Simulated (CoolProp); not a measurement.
Computed with CoolProp (reference Helmholtz-energy equation of state, Zhou 2012).

### Question
For m-xylene, give the phase and the Z, cv (kJ/(kg K)), Prandtl number at 620 K and 2.41 MPa; 620 K and 5.62 MPa.

### Answer
- 620 K and 2.41 MPa: gas; Z 0.699, cv 2.24, Prandtl number 0.828
- 620 K and 5.62 MPa: supercritical; Z 0.246, cv 2.27, Prandtl number 2.42

Viscosity comes from a separate model (Cao 2016). Thermal conductivity comes from a separate model (Mylona 2014).
